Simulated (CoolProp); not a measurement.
Cyclopentane along the isotherm 550 K: Z from the reference equation and from simpler models built on Tc = 511.7 K, pc = 4583 kPa, ω = 0.202; each cubic takes its own stable root.

Computed with CoolProp (reference Helmholtz-energy equation of state, Gedanitz 2015).

```tsv
p (kPa)	phase	reference
145	gas	0.9911
330	gas	0.9797
751	gas	0.9532
1710	gas	0.8898
3890	gas	0.7225
8850	supercritical	0.3595
20100	supercritical	0.6115
45800	supercritical	1.207
```

Problem. How far does each simpler model (van der Waals, Soave-Redlich-Kwong) lie from the reference over these 8 states: mean and median of the absolute difference, and the worst?

Solution. 
- van der Waals: mean 10.6 %, median 1.2 %, worst +29.5 % at 550 K and 45800 kPa
- Soave-Redlich-Kwong: mean 3.4 %, median 0.8 %, worst +16.5 % at 550 K and 8850 kPa
